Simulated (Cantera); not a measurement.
Feed: 1 mol SiCl4, 14 mol N2, equilibrated at 1798.15 K and 0.0660 Torr.

These are equilibrium values from Cantera (NASA tables, ideal gas, pure condensed phases), not measurements of a reactor. Candidate condensed phases: Si, Si3N4; 13 gas species. The tables' values for SiCl3, SiCl are old estimates; treat these amounts as uncertain. Kinetics and transport are ignored.

Base state: N2 0.824, Cl 0.117, SiCl2 0.0576, SiCl3 0.00112, SiCl 0.000132, Si 3.96e-5, SiCl4 3.50e-5, Cl2 1.22e-5 (mole fractions); condensed: gas only.

### Question
What changes in the equilibrium state with this change: temperature from 1798.15 K to 925 K?

### Answer
```
species    before    after
-------  --------  -------
N2          0.824    0.933
SiCl4     3.50e-5   0.0667
SiCl3     0.00112  2.08e-6
Cl          0.117  2.03e-6
SiCl2      0.0576  2.58e-9
SiCl     0.000132    <1e-9
Si        3.96e-5    <1e-9
```
